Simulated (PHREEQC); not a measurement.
Dissolve 0.028 mol/kgw H2SO4, 0.0035 mol/kgw K2SO4 and 9.7e-06 mol/kgw CO2 at 25 °C. Closed to the air; pH follows from the charge balance.

The numbers come from PHREEQC with the ion-association model, phreeqc.dat.

This is a speciation only: nothing precipitates in the calculation.

Problem. Predict the pH, density, ionic strength.

Solution. pH 1.51; density 0.999 g/cm³; ionic strength 0.0550 mol/kgw.

Problem. In which forms is K present?

Solution. K+ 96 %, KSO4- 3.5 % of the K.
